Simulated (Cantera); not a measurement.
## Equilibrium for hydrogen reduction and annealing atmospheres: V₂O₅ + H₂

Input: 1 mol V₂O₅, a varied amount of H₂, held at 0.500 bar.

Equilibrium computed with Cantera from the NASA thermochemical tables; the gas is ideal and each condensed phase is pure. Candidate condensed phases: H₂O, V, VO, V₂O₃, V₂O₄, V₂O₅; 12 gas species. Mutual solubility and eutectic melting of coexisting phases are not modelled. VO: taken at fixed stoichiometry. Condensed phases not in the tables: the oxides between V₂O₃ and V₂O₅ other than VO₂. The numbers say what is thermodynamically allowed, not how fast it happens.

Stable condensed phases:

```
T in K \ n(H₂) in mol
          26  39  59  88 130 200 300 440 660
   1975    A   A   A   B   C   C   C   C   C
   1925    A   A   A   A   B   C   C   C   C
   1875    A   A   A   A   B   C   C   C   C
   1825    A   A   A   A   B   C   C   C   C
   1775    A   A   A   A   A   B   C   C   C
   1725    A   A   A   A   A   B   C   C   C
   1675    A   A   A   A   A   A   B   C   C
   1625    A   A   A   A   A   A   B   C   C
   1575    A   A   A   A   A   A   A   B   C
```

A: V₂O₃; B: VO + V₂O₃; C: VO.
